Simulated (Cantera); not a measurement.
An isothermal, constant-pressure homogeneous reactor starts with 16.1 % CH₄, 67.7 % H₂O, 16.1 % H₂, at 1773 K and 9.87 atm.

Model: GRI-Mech 3.0 (53 species, 325 reactions), integrated in Cantera.

One state of this run: x CH₄ = 0.00884; x H₂O = 0.389; x H₂ = 0.488; x CH₂CO = 8.14e-7; x CO₂ = 0.0200; x CH₂O = 5.35e-7; x O = 3.07e-10. x: mole fraction; the columns are a selection and need not sum to one.

Problem. Which value of t (s) does it belong to?
(A) 0.573
(B) 0.0169
(C) 0.00162
(D) 0.177

Solution. D, 0.177
